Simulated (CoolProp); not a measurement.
Model: reference Helmholtz-energy equation of state, Akasaka 2022, in CoolProp.

**Question.** For R1233zd(E), give the phase and the density (kg/m³), cp (kJ/(kg K)), fugacity coefficient at 194.8 K and 18 MPa; 219.6 K and 0.0195 MPa.

**Answer.** 
- 194.8 K and 18 MPa: liquid; density 1510, cp 0.997, fugacity coefficient 4.04e-5
- 219.6 K and 0.0195 MPa: liquid; density 1440, cp 1.04, fugacity coefficient 0.117
